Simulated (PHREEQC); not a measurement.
## Brine (model solution)

A solution holds 0.6 mol CaCl2, 0.025 mol BaCl2 and 1.4 mol MgCl2 per kg of water, at 35 °C. Closed to the air; pH follows from the charge balance.

All values are PHREEQC results (Pitzer model, pitzer.dat), not measurements.

```json
{
 "ionic_strength": "6.08 mol/kgw",
 "activity_of_water": "0.853",
 "density": "1.143 g/cm³",
 "osmotic_coefficient": "1.453"
}
```

```
species  molality  activity   log γ
-------  --------  --------  ------
Cl-          4.05      2.54  -0.203
Mg+2         1.40      2.96   0.326
Ca+2        0.600     0.859   0.156
Ba+2       0.0250    0.0211  -0.073
H+        1.60e-6   6.55e-6   0.611
MgOH+     1.55e-6   1.39e-6  -0.044
OH-       5.87e-8   2.72e-9  -1.333
```

This is a speciation only: nothing precipitates in the calculation.
